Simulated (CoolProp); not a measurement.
A simple Rankine cycle with propane: condensing at 306.15 K, boiler at 2.71 MPa, turbine inlet 347.6 K, turbine efficiency 0.9, pump efficiency 0.7, no recuperator. Each further row changes one setting.

The numbers come from the reference Helmholtz-energy equation of state, Lemmon 2009 in CoolProp.

```csv
case,thermal efficiency (%),net work (kJ/kg),heat in (kJ/kg),turbine exit temperature (K),volume ratio over the turbine
as stated,(withheld),28.6,346,306.2,2.58
turbine inlet 367.6 K,8.6,34.7,404,329.2,2.44
condensing temperature 298.15 K,9.8,(withheld),368,298.2,3.16
boiler pressure 1.9 MPa,(withheld),20.6,384,326.2,1.66
turbine efficiency 0.8,7.2,(withheld),346,306.2,2.61
```

Task: Fill in the missing entries.

Result: 
- as stated, thermal efficiency (%): 8.3
- condensing temperature 298.15 K, net work (kJ/kg): 36.1
- boiler pressure 1.9 MPa, thermal efficiency (%): 5.4
- turbine efficiency 0.8, net work (kJ/kg): 24.9

The expansion ends wet for: as stated; condensing temperature 298.15 K.
